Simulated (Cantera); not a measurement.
An isothermal, constant-pressure homogeneous reactor starts with 6.25 % C₂H₆, 93.8 % H₂, at 1800 K and 1.00 atm.

Model: GRI-Mech 3.0 (53 species, 325 reactions), integrated in Cantera. GRI-Mech 3.0 stops at C3 and has no aromatics, soot or wall deposition, so with more carbon than oxygen in the feed, carbon stays in small species such as C2H2 where larger ones or solid carbon would form.

x: mole fraction; the columns are a selection and need not sum to one.

| t (s) | x C₂H₆ | x H₂ | x C₂H₂ | x C₂H₄ | x CH₄ | x C₂H |
|---|---|---|---|---|---|---|
| 1.00e-6 | 0.0561 | 0.934 | 3.73e-6 | 0.00154 | 0.00337 | 3.18e-11 |
| 4.29e-6 | ? | 0.915 | ? | 0.0154 | ? | ? |
| 1.84e-5 | 0.000518 | 0.905 | 0.00977 | 0.0162 | 0.0653 | 1.19e-7 |
| 7.88e-5 | 4.08e-5 | 0.907 | 0.0171 | 0.00932 | 0.0660 | 6.22e-8 |
| 0.000338 | 2.32e-5 | 0.908 | 0.0239 | 0.00267 | 0.0650 | 7.19e-8 |
| 0.00145 | 2.07e-5 | 0.910 | 0.0271 | 0.000811 | 0.0618 | 8.32e-8 |
| 0.00621 | 1.45e-5 | 0.916 | 0.0319 | 0.000842 | 0.0510 | 9.88e-8 |
| 0.0266 | ? | 0.927 | ? | ? | ? | ? |
| 0.114 | 1.63e-6 | 0.936 | 0.0483 | 0.00107 | 0.0139 | 1.56e-7 |
| 0.490 | 1.34e-6 | 0.937 | 0.0492 | 0.00109 | 0.0118 | 1.59e-7 |
| 2.10 | 1.34e-6 | 0.937 | 0.0492 | 0.00109 | 0.0118 | 1.59e-7 |
| 9.00 | 1.34e-6 | 0.937 | 0.0492 | 0.00109 | 0.0118 | 1.59e-7 |

Task: Some entries are withheld; supply them.

Result: 
- 4.29e-6, x C₂H₆: 0.0216
- 4.29e-6, x C₂H₂: 0.00102
- 4.29e-6, x CH₄: 0.0359
- 4.29e-6, x C₂H: 2.54e-8
- 0.0266, x C₂H₆: 5.37e-6
- 0.0266, x C₂H₂: 0.0413
- 0.0266, x C₂H₄: 0.000951
- 0.0266, x CH₄: 0.0297
- 0.0266, x C₂H: 1.31e-7
